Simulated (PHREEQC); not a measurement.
0.023 g of hydrous ferric oxide (600 m²/g; 0.2 weak and 0.005 strong sites per Fe, Dzombak-Morel constants, diffuse double layer) in 1 kg of water with 0.01 mol/kgw of an inert sodium salt and 5.1e-06 mol NaF and 3.9e-05 mol NaH2PO4, at 25 °C; the pH is set by adding NaOH or the inert anion's acid. O2 is buffered at 0.21 atm. CO2 from the air is kept out. Precipitation was switched off in this run.

Base run: PHREEQC, ion-association model, wateq4f.dat. Each further column changes one thing. The table gives P sorbed (%).

```csv
pH,base,no electrostatic term (-no_edl),background salt from 0.01 to 0.001 mol/kgw,oxide from 0.023 to 0.11 g/kgw,9.7e-06 mol/kgw MgCl2 added
4,94.5,46.0,96.0,100.0,94.5
5.5,80.7,51.7,81.8,100.0,80.7
6.5,68.3,69.0,68.8,99.9,68.3
8,34.6,77.2,35.7,90.7,34.9
9.5,1.9,51.3,1.8,8.4,4.3
10.5,0.0,15.3,0.0,0.2,0.1
12,0.0,0.3,0.0,0.0,0.0
```

H3PO4, which wateq4f.dat lacks, is added to it with the constant of phreeqc.dat.
